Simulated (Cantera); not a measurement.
# Stirred combustor or abatement burner

A perfectly stirred reactor is fed with 37.1 % H2, 13.2 % O2, 49.7 % N2, at 1.00 bar; it is adiabatic with a 450 K inlet, and is followed from long to short residence time, starting on the burning branch (τ in s: 0.42, 0.16, 0.059, 0.022, 0.0083, 0.0031, 0.0012, 0.00043, 0.00016, 6e-05, 2.3e-05, 8.5e-06, 3.2e-06).

Cantera simulation using the H2/O2 subset of GRI-Mech 3.0, which has no nitrogen chemistry; the numbers are that mechanism's predictions, not measurements.

```json
[
 {"τ (s)": "0.42", "T (K)": "2387", "x H2": "0.120", "x O2": "8.22e-5", "x H2O2": "1.52e-8", "x H": "0.00550", "x OH": "0.00248"},
 {"τ (s)": "0.16", "T (K)": "2384", "x H2": "0.120", "x O2": "9.70e-5", "x H2O2": "1.70e-8", "x H": "0.00584", "x OH": "0.00263"},
 {"τ (s)": "0.059", "T (K)": "2376", "x H2": "0.120", "x O2": "0.000135", "x H2O2": "2.14e-8", "x H": "0.00669", "x OH": "0.00298"},
 {"τ (s)": "0.022", "T (K)": "2359", "x H2": "0.120", "x O2": "0.000227", "x H2O2": "3.14e-8", "x H": "0.00851", "x OH": "0.00370"},
 {"τ (s)": "0.0083", "T (K)": "2327", "x H2": "0.119", "x O2": "0.000432", "x H2O2": "5.02e-8", "x H": "0.0119", "x OH": "0.00494"},
 {"τ (s)": "0.0031", "T (K)": "2272", "x H2": "0.118", "x O2": "0.000878", "x H2O2": "8.24e-8", "x H": "0.0176", "x OH": "0.00675"},
 {"τ (s)": "0.0012", "T (K)": "2191", "x H2": "0.116", "x O2": "0.00172", "x H2O2": "1.35e-7", "x H": "0.0259", "x OH": "0.00878"},
 {"τ (s)": "0.00043", "T (K)": "2064", "x H2": "0.114", "x O2": "0.00335", "x H2O2": "2.49e-7", "x H": "0.0389", "x OH": "0.0106"},
 {"τ (s)": "0.00016", "T (K)": "1904", "x H2": "0.111", "x O2": "0.00588", "x H2O2": "5.07e-7", "x H": "0.0554", "x OH": "0.0112"},
 {"τ (s)": "6.0e-5", "T (K)": "1716", "x H2": "0.109", "x O2": "0.00995", "x H2O2": "1.13e-6", "x H": "0.0740", "x OH": "0.01000"},
 {"τ (s)": "2.3e-5", "T (K)": "1510", "x H2": "0.118", "x O2": "0.0189", "x H2O2": "2.24e-6", "x H": "0.0870", "x OH": "0.00730"},
 {"τ (s)": "8.5e-6", "T (K)": "450", "x H2": "0.371", "x O2": "0.132", "x H2O2": "<1e-12", "x H": "<1e-12", "x OH": "<1e-12"},
 {"τ (s)": "3.2e-6", "T (K)": "450", "x H2": "0.371", "x O2": "0.132", "x H2O2": "<1e-12", "x H": "<1e-12", "x OH": "<1e-12"}
]
```
x: mole fraction; the columns are a selection and need not sum to one.
